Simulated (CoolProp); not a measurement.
A simple Rankine cycle with isohexane: condensing at 332.15 K, boiler at 0.571 MPa, turbine inlet 549 K, turbine efficiency 0.8, pump efficiency 0.8, no recuperator. Each further row changes one setting.

The numbers come from the reference Helmholtz-energy equation of state, Lemmon 2006 in CoolProp. It is a short technical equation, of lower accuracy than the large ones.

```
case                             thermal efficiency (%)  net work (kJ/kg)  heat in (kJ/kg)  turbine exit temperature (K)  volume ratio over the turbine
-------------------------------  ----------------------  ----------------  ---------------  ----------------------------  -----------------------------
as stated                                           8.5              69.7              817                         519.9                           5.77
condensing temperature 324.15 K                     9.6              80.0              836                         515.9                           7.47
boiler pressure 0.4 MPa                             6.9              56.6              821                         526.1                           4.03
turbine efficiency 0.7                              7.4              60.9              817                         523.3                           5.81
```
